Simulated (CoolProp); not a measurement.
Vapour-liquid equilibrium of n-butane (1) + R245fa (2) at 370.6 K; x and y are mole fractions of (1).

Model: multi-fluid Helmholtz-energy mixture model, Bücker 2006 and Akasaka 2015; pair parameters Bell 2016, in CoolProp.

| x | bubble pressure (MPa) | y at the bubble point | dew pressure at overall composition x (MPa) | liquid density (mol/L) |
|---|---|---|---|---|
| 0.05 | 1.329 | 0.118 | 1.249 | 8.145 |
| 0.125 | 1.492 | 0.242 | 1.338 | 8.009 |
| 0.2 | 1.616 | 0.330 | 1.434 | 7.879 |
| 0.275 | 1.707 | 0.397 | 1.538 | 7.761 |
| 0.35 | 1.773 | 0.451 | 1.643 | 7.660 |
| 0.425 | 1.817 | 0.497 | 1.743 | 7.584 |
| 0.5 | 1.845 | 0.540 | 1.820 | 7.537 |
| 0.575 | 1.856 | 0.582 | 1.855 | 7.527 |
| 0.65 | 1.851 | 0.625 | 1.840 | 7.554 |
| 0.725 | 1.827 | 0.672 | 1.783 | 7.621 |
| 0.8 | 1.779 | 0.728 | 1.700 | 7.721 |
| 0.875 | 1.699 | 0.801 | 1.607 | 7.851 |
| 0.95 | 1.572 | 0.903 | 1.513 | 8.004 |

y crosses x between x = 0.575 and 0.65: the model has an azeotrope there.

The pair parameters rest on a limited set of measurements; away from them the model extrapolates.
